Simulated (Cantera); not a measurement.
An adiabatic, constant-volume homogeneous reactor starts with 1.99 % CH₄, 1.17 % H₂, 13.4 % O₂, 79.1 % N₂, 4.37 % CO₂, equivalence ratio 0.34, at 1450 K and 1000000 Pa.

Computed with Cantera and GRI-Mech 3.0 (53 species, 325 reactions).

Question: Predict: time of steepest temperature rise; temperature at 9.00 s; equilibrium temperature; x(H₂) at 9.00 s; x(O₂) at 9.00 s; x(NO₂) at 9.00 s; x(O) at 9.00 s; x(H₂O) at 9.00 s.

Answer: 
```
Quantity                                                            Result
---------------------------------  ---------------------------------------
time of steepest temperature rise                                  57.8 µs
temperature at 9.00 s                                               2066 K
equilibrium temperature                                             2066 K
x(H₂) at 9.00 s                    2.20e-5 (gas-phase equilibrium 2.20e-5)
x(O₂) at 9.00 s                      0.0859 (gas-phase equilibrium 0.0859)
x(NO₂) at 9.00 s                   2.19e-5 (gas-phase equilibrium 2.19e-5)
x(O) at 9.00 s                     8.58e-5 (gas-phase equilibrium 8.58e-5)
x(H₂O) at 9.00 s                     0.0513 (gas-phase equilibrium 0.0513)
```
